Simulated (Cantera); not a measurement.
## Titanium nitride, carbide and oxide coatings: Ti(NMe₂)₄ + C₃H₈ + N₂

Charge: 1 mol Ti(NMe₂)₄, 0.075 mol C₃H₈, 210 mol N₂, at 35.0 Pa.

Cantera equilibrium calculation (NASA polynomials, part measured and part estimated; ideal gas, pure solids and liquids). Candidate condensed phases: C, C₆H₆, C₇H₈, C₈H₁₈, Ti, TiC, TiN; 93 gas species. The feed counts by its element totals alone. TiC: taken at fixed stoichiometry. The numbers say what is thermodynamically allowed, not how fast it happens.

From 1200 °C to 2000 °C the condensed part is C(graphite) + TiC(s).

```json
[
 {"T (°C)": "1200", "x N₂": "0.945", "x H": "0.000158", "x H₂": "0.0547", "x HCN": "0.000198", "x CN": "2.49e-9", "n C(graphite)": "7.18", "n TiC(s)": "1.00"},
 {"T (°C)": "1300", "x N₂": "0.945", "x H": "0.000507", "x H₂": "0.0544", "x HCN": "0.000391", "x CN": "2.40e-8", "n C(graphite)": "7.13", "n TiC(s)": "1.00"},
 {"T (°C)": "1400", "x N₂": "0.944", "x H": "0.00141", "x H₂": "0.0537", "x HCN": "0.000710", "x CN": "1.76e-7", "n C(graphite)": "7.06", "n TiC(s)": "1.00"},
 {"T (°C)": "1500", "x N₂": "0.943", "x H": "0.00348", "x H₂": "0.0524", "x HCN": "0.00119", "x CN": "1.03e-6", "n C(graphite)": "6.94", "n TiC(s)": "1.000"},
 {"T (°C)": "1600", "x N₂": "0.941", "x H": "0.00770", "x H₂": "0.0498", "x HCN": "0.00187", "x CN": "4.98e-6", "n C(graphite)": "6.78", "n TiC(s)": "1.000"},
 {"T (°C)": "1700", "x N₂": "0.936", "x H": "0.0153", "x H₂": "0.0453", "x HCN": "0.00273", "x CN": "2.04e-5", "n C(graphite)": "6.56", "n TiC(s)": "1.000"},
 {"T (°C)": "1800", "x N₂": "0.930", "x H": "0.0275", "x H₂": "0.0383", "x HCN": "0.00367", "x CN": "7.30e-5", "n C(graphite)": "6.30", "n TiC(s)": "0.998"},
 {"T (°C)": "1900", "x N₂": "0.922", "x H": "0.0440", "x H₂": "0.0291", "x HCN": "0.00452", "x CN": "0.000231", "n C(graphite)": "6.03", "n TiC(s)": "0.989"},
 {"T (°C)": "2000", "x N₂": "0.912", "x H": "0.0622", "x H₂": "0.0192", "x HCN": "0.00501", "x CN": "0.000660", "n C(graphite)": "5.79", "n TiC(s)": "0.948"}
]
```
x: gas mole fraction; n: condensed amount in mol.
